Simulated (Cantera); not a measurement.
Charge: 1 mol SiH2Cl2, 0.34 mol NH3, 1.5 mol N2, equilibrated at 62.0 Pa.

Cantera equilibrium calculation (NASA polynomials, part measured and part estimated; ideal gas, pure solids and liquids). Candidate condensed phases: NH4Cl, Si, Si3N4; 28 gas species. The tables' values for SiCl3 are old estimates; treat these amounts as uncertain. The numbers say what is thermodynamically allowed, not how fast it happens. All values below are at 1075 K.

Base state: HCl 0.438, N2 0.312, H2 0.215, SiCl4 0.0335, SiCl3 0.000756, SiCl2 0.000270, SiHCl3 0.000205 (mole fractions); condensed: Si3N4(s).

Q: What changes in the equilibrium state with this change: SiH2Cl2 replaced by SiH4?

A: 
```json
[
 {"species": "H2", "before": "0.215", "after": "0.714"},
 {"species": "N2", "before": "0.312", "after": "0.286"},
 {"species": "HCl", "before": "0.438", "after": "0"},
 {"species": "SiCl4", "before": "0.0335", "after": "0"},
 {"species": "SiCl3", "before": "0.000756", "after": "0"},
 {"species": "SiCl2", "before": "0.000270", "after": "0"},
 {"species": "SiHCl3", "before": "0.000205", "after": "0"},
 {"species": "Si3N4(s), mol", "before": "0.293", "after": "0.333"}
]
```
